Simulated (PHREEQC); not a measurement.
Buffer (model solution)

Consider water at 22 °C with 0.01 mol NaHCO3 and 0.00092 mol Na2HPO4 per kg of water. Closed to the air; pH follows from the charge balance.

Model: ion-association model, phreeqc.dat, run in PHREEQC.

Each row changes one thing in this solution. No solid was allowed to form.

| case | pH | ionic strength (mol/kgw) | CO3-2 (mol/kgw) | CO2 (mol/kgw) | NaHCO3 (mol/kgw) | NaCO3- (mol/kgw) |
|---|---|---|---|---|---|---|
| as made | 8.33 | 0.0127 | 0.000126 | 9.58e-5 | 5.22e-5 | 1.53e-5 |
| temperature from 22 to 55 °C | 8.10 | 0.0127 | 0.000120 | 0.000131 | 4.29e-5 | 6.52e-5 |
| temperature from 22 to 80 °C | 7.98 | 0.0126 | 9.91e-5 | 0.000191 | 3.74e-5 | 0.000137 |
| Na2HPO4 replaced by Na2B4O7 at the same molality | 8.95 | 0.0122 | 0.000504 | 2.22e-5 | ? | 6.14e-5 |
| Na2HPO4 left out | 8.25 | 0.0100 | 0.000103 | 0.000115 | 4.51e-5 | 1.10e-5 |
| Na2HPO4 replaced by KH2PO4 at the same molality | ? | 0.0115 | 1.62e-5 | 0.000673 | 4.25e-5 | 1.69e-6 |
| Na2HPO4 from 0.00092 to 0.0092 mol/kgw | 8.54 | 0.0370 | 0.000240 | 5.43e-5 | 0.000108 | 5.51e-5 |

Problem. Fill in the missing entries.

Solution. 
- Na2HPO4 replaced by Na2B4O7 at the same molality, NaHCO3 (mol/kgw): 5.04e-5
- Na2HPO4 replaced by KH2PO4 at the same molality, pH: 7.46

At this temperature some constants are extrapolated from 25 °C, and those without enthalpy data are left unchanged.
